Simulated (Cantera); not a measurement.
Charge: 1 mol SiH4, 22 mol N2O, 3.4 mol N2, equilibrated at 673 K and 4.73 Torr.

Equilibrium computed with Cantera from the NASA thermochemical tables; the gas is ideal and each condensed phase is pure. Candidate condensed phases: H2O, Si, SiO2, Si2N2O, Si3N4; 35 gas species. Rates play no part.

Base state: N2 0.698, O2 0.247, H2O 0.0549 (mole fractions); condensed: SiO2(α-quartz).

Question: What changes in the equilibrium state with this change: N2O from 22 to 4.6 mol?

Answer: 
```tsv
species	before	after
N2	0.698	0.777
H2O	0.0549	0.194
O2	0.247	0.0291
SiO2(α-quartz), mol	1.00	1.00
```
